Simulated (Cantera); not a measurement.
Equilibrium for chemical vapour transport: Al + HCl + H2

Charge: 1 mol Al, a varied amount of HCl, 1 mol H2, at 1023 K and 1000 Pa.

Cantera equilibrium calculation (NASA polynomials, part measured and part estimated; ideal gas, pure solids and liquids). Candidate condensed phases: Al, AlCl3; 12 gas species. The tables' values for AlCl2 are old estimates; treat these amounts as uncertain. The numbers say what is thermodynamically allowed, not how fast it happens.

From 0.016 mol HCl to 1.4 mol HCl the condensed part is Al(l). The main Al-bearing gas is AlCl at 0.016 mol HCl and AlCl3 at 1.4 mol HCl. The share of Al in condensed phases is highest at 0.016 mol HCl (98.5 %) and lowest at 1.4 mol HCl (38.5 %).

```
n(HCl) (mol)   x H2   x AlCl3  x AlCl   x AlCl2     x HCl  n Al(l)
------------  -----  --------  ------  --------  --------  -------
0.016         0.986  0.000544  0.0135  0.000255   2.17e-5    0.985
0.031         0.975   0.00225  0.0217  0.000658   3.47e-5    0.974
0.058         0.961   0.00673  0.0312   0.00136   4.96e-5    0.958
0.11          0.938    0.0168  0.0423   0.00251   6.65e-5    0.931
0.21          0.905    0.0363  0.0547   0.00420   8.43e-5    0.884
0.39          0.860    0.0669  0.0671   0.00631  0.000101    0.805
0.74          0.800     0.112  0.0795   0.00887  0.000115    0.658
1.4           0.734     0.164  0.0904    0.0115  0.000126    0.385
```
x: gas mole fraction; n: condensed amount in mol.
